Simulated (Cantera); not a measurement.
Charge: 1 mol CS2, 0.9 mol H2, held at 1.00 bar.

Cantera equilibrium calculation (NASA polynomials, part measured and part estimated; ideal gas, pure solids and liquids). Candidate condensed phases: C, C6H6, C7H8, C8H18, S; 83 gas species. The numbers say what is thermodynamically allowed, not how fast it happens.

At 1473 K, list the 7 most abundant gas species with their mole fractions, and the condensed phases.

CS2 0.385, H2S 0.285, H2 0.255, S2 0.0729, SH 0.00198, CS 0.000312, CH4 0.000190. Condensed: C(graphite).
